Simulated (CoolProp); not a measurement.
The fluid at 298.15 K and 0.00653 MPa flows at 0.23 m/s in a round tube of 2 mm bore and 1.5 µm roughness, fully developed (64/Re and Nu = 3.66 if laminar; Colebrook and Gnielinski if turbulent). The same conditions are run with several fluids, on thermodynamics alone (safety and materials aside).

Model: reference Helmholtz-energy equation of state of each fluid (benzene: Thol 2012; nitrogen: Span 2000; n-butane: Bücker 2006; R407C: Lemmon 2003; R227EA: Lemmon 2016), in CoolProp. Blends and air are pseudo-pure fits.

Q: Rank benzene, nitrogen, n-butane, R407C, R227EA by Reynolds number, highest first.

A: R227EA (17.8), benzene (12.6), n-butane (9.50), R407C (8.53), nitrogen (1.91)

| fluid | Darcy friction factor | pressure drop (Pa/m) | heat-transfer coefficient (W/(m² K)) | mass flow (kg/h) |
|---|---|---|---|---|
| benzene | 5.10 | 13.9 | 19.3 | 0.000537 |
| nitrogen | 33.5 | 32.7 | 47.2 | 0.000192 |
| n-butane | 6.74 | 13.7 | 30.3 | 0.000399 |
| R407C | 7.50 | 22.6 | 24.1 | 0.000591 |
| R227EA | 3.60 | 21.4 | 24.4 | 0.00117 |

Transport values come from each fluid's own correlations; those of R227EA are estimates that may be off by 10 % or more.
